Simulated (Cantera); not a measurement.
## Adiabatic ignition

An adiabatic, constant-volume homogeneous reactor starts with 37.1 % H2, 13.2 % O2, 49.7 % N2, equivalence ratio 1.4, at 1600 K and 2700000 Pa.

Cantera simulation using GRI-Mech 3.0 (53 species, 325 reactions); the numbers are that mechanism's predictions, not measurements. The hydrogen kinetics of GRI-Mech 3.0 are dated; newer H2 mechanisms differ, most at raised pressure. The pressure lies above the range GRI-Mech 3.0 was tuned for (to about 10 atm). Above 3000 K some thermodynamic fits are extrapolated.

| t (s) | T (K) | P (bar) | x H2 | x O2 | x OH | x O | x H | x NO | x N2O |
|---|---|---|---|---|---|---|---|---|---|
| 1.00e-6 | 3405 | 51.3 | 0.125 | 0.00203 | 0.0221 | 0.00245 | 0.0237 | 0.000706 | 1.52e-6 |
| 3.23e-6 | 3398 | 51.2 | 0.127 | 0.00187 | 0.0212 | 0.00230 | 0.0233 | 0.00290 | 1.61e-6 |
| 1.04e-5 | 3388 | 51.0 | 0.128 | 0.00172 | 0.0204 | 0.00215 | 0.0229 | 0.00525 | 1.87e-6 |
| 3.37e-5 | 3387 | 51.0 | 0.129 | 0.00170 | 0.0204 | 0.00213 | 0.0229 | 0.00548 | 1.91e-6 |
| 0.000109 | 3387 | 51.0 | 0.129 | 0.00170 | 0.0204 | 0.00213 | 0.0229 | 0.00548 | 1.91e-6 |
| 0.000352 | 3387 | 51.0 | 0.129 | 0.00170 | 0.0204 | 0.00213 | 0.0229 | 0.00548 | 1.91e-6 |
| 0.00114 | 3387 | 51.0 | 0.129 | 0.00170 | 0.0204 | 0.00213 | 0.0229 | 0.00548 | 1.91e-6 |
| 0.00367 | 3387 | 51.0 | 0.129 | 0.00170 | 0.0204 | 0.00213 | 0.0229 | 0.00548 | 1.91e-6 |
| 0.0119 | 3387 | 51.0 | 0.129 | 0.00170 | 0.0204 | 0.00213 | 0.0229 | 0.00548 | 1.91e-6 |
| 0.0383 | 3387 | 51.0 | 0.129 | 0.00170 | 0.0204 | 0.00213 | 0.0229 | 0.00548 | 1.91e-6 |
| 0.124 | 3387 | 51.0 | 0.129 | 0.00170 | 0.0204 | 0.00213 | 0.0229 | 0.00548 | 1.91e-6 |
| 0.400 | 3387 | 51.0 | 0.129 | 0.00170 | 0.0204 | 0.00213 | 0.0229 | 0.00548 | 1.91e-6 |
x: mole fraction; the columns are a selection and need not sum to one.

```
Quantity                                                            Result
---------------------------------  ---------------------------------------
time of steepest temperature rise                                 0.454 µs
temperature at 0.400 s                                              3387 K
equilibrium temperature                                             3387 K
x(H2) at 0.400 s                       0.129 (gas-phase equilibrium 0.129)
x(O2) at 0.400 s                   0.00170 (gas-phase equilibrium 0.00170)
x(OH) at 0.400 s                     0.0204 (gas-phase equilibrium 0.0204)
```
